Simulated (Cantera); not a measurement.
Source: NASA polynomial tables (part measured, part estimated), evaluated in Cantera. Values are per mole of reaction as written; species without (g) are pure solids or liquids, kept so even where they would boil at 1 bar.

PbCl2(g) ⇌ Cl2(g) + Pb(g)

| T (K) | ΔH° (kJ) | ΔS° (J/K) | ΔG° (kJ) | log10 K |
|---|---|---|---|---|
| 300 | 369.3 | 81.2 | 344.9 | -60.05 |
| 773 | 369.2 | 81.0 | 306.5 | -20.71 |
| 848 | 369.2 | 81.1 | 300.4 | -18.51 |
| 923 | [?] | [?] | [?] | [?] |
| 998 | [?] | [?] | [?] | [?] |
| 1073 | 369.3 | 81.1 | 282.2 | -13.74 |
| 1148 | 369.3 | 81.1 | 276.1 | -12.56 |
| 1223 | [?] | [?] | [?] | [?] |

Question: Complete the blanks.

Answer: 
- 923, ΔH° (kJ): 369.2
- 923, ΔS° (J/K): 81.1
- 923, ΔG° (kJ): 294.4
- 923, log10 K: -16.66
- 998, ΔH° (kJ): 369.2
- 998, ΔS° (J/K): 81.1
- 998, ΔG° (kJ): 288.3
- 998, log10 K: -15.09
- 1223, ΔH° (kJ): 369.3
- 1223, ΔS° (J/K): 81.2
- 1223, ΔG° (kJ): 270.0
- 1223, log10 K: -11.53
